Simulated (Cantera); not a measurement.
Fluorocarbon and chlorocarbon gases: CCl4 + Si + H2

Input: 1 mol CCl4, 0.027 mol Si, 14 mol H2, equilibrated at 16.0 mbar.

Method: chemical equilibrium by Gibbs-energy minimisation in Cantera with the NASA 1993 tables (ideal gas, pure condensed phases). Candidate condensed phases: C, C6H6, C7H8, C8H18, Si, SiC; 109 gas species. The tables' values for SiCl3, SiCl are old estimates; treat these amounts as uncertain. The numbers say what is thermodynamically allowed, not how fast it happens.

```
T (°C)   x H2       x H  x HCl      x Cl     x CH4  x C2H2 (acetylene)  n C(graphite)  n SiC(s)
------  -----  --------  -----  --------  --------  ------------------  -------------  --------
502     0.733  6.71e-12  0.248  2.39e-12    0.0176              <1e-12          0.724         0
702     0.753   7.85e-9  0.244   2.39e-9   0.00114            4.29e-10          0.982         0
902     0.754   8.42e-7  0.244   2.38e-7  0.000174             4.80e-8          0.997         0
1102    0.752   2.35e-5  0.246   6.38e-6   4.50e-5             1.34e-6          0.996   0.00352
1302    0.752  0.000285  0.246   7.42e-5   1.64e-5             1.59e-5          0.999         0
1502    0.750   0.00198  0.246  0.000499   7.53e-6            0.000107          0.996         0
1702    0.743   0.00933  0.243   0.00228   4.01e-6            0.000483          0.984         0
1902    0.722    0.0328  0.234   0.00776   2.32e-6             0.00161          0.947         0
2102    0.669    0.0912  0.214    0.0208   1.33e-6             0.00415          0.853         0
2302    0.566     0.206  0.174    0.0444   6.83e-7             0.00832          0.663         0
2502    0.411     0.379  0.117    0.0749   2.73e-7              0.0126          0.277         0
```
x: gas mole fraction; n: condensed amount in mol.

From 502 °C to 902 °C the condensed part is C(graphite). At 1102 °C the condensed part is C(graphite) + SiC(s). From 1302 °C to 2502 °C the condensed part is C(graphite). The main Si-bearing gas is SiCl4 at 502 °C and Si at 2502 °C.
